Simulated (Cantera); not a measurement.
Charge: 1 mol AlCl₃, 23 mol N₂O, 310 mol N₂, equilibrated at 2200 K and 0.140 bar.

Cantera equilibrium calculation (NASA polynomials, part measured and part estimated; ideal gas, pure solids and liquids). Candidate condensed phases: Al, AlCl₃, AlN, Al₂O₃; 24 gas species. Rates play no part.

Base state: N₂ 0.957, O₂ 0.0278, Cl 0.00862, NO 0.00507, O 0.00121 (mole fractions); condensed: Al₂O₃(s).

What changes in the equilibrium state with this change: pressure from 0.140 bar to 0.000210 bar?


| species | before | after |
|---|---|---|
| N₂ | 0.957 | 0.947 |
| O | 0.00121 | 0.0241 |
| O₂ | 0.0278 | 0.0167 |
| AlO | 1.05e-8 | 4.06e-5 |
| AlCl | 9.01e-8 | 1.71e-5 |
| AlOCl | 6.20e-6 | 3.53e-5 |
| NO | 0.00507 | 0.00390 |
| Cl | 0.00862 | 0.00849 |
| Al₂O₃(s), mol | 0.499 | 0.483 |

What changes in the equilibrium state with this change: temperature from 2200 K to 1250 K?


```json
[
 {"species": "N₂", "before": "0.957", "after": "0.964"},
 {"species": "O₂", "before": "0.0278", "after": "0.0311"},
 {"species": "Cl₂", "before": "4.75e-6", "after": "0.00371"},
 {"species": "Cl", "before": "0.00862", "after": "0.00127"},
 {"species": "NO", "before": "0.00507", "after": "0.000120"},
 {"species": "O", "before": "0.00121", "after": "3.26e-8"},
 {"species": "Al₂O₃(s), mol", "before": "0.499", "after": "0.500"}
]
```
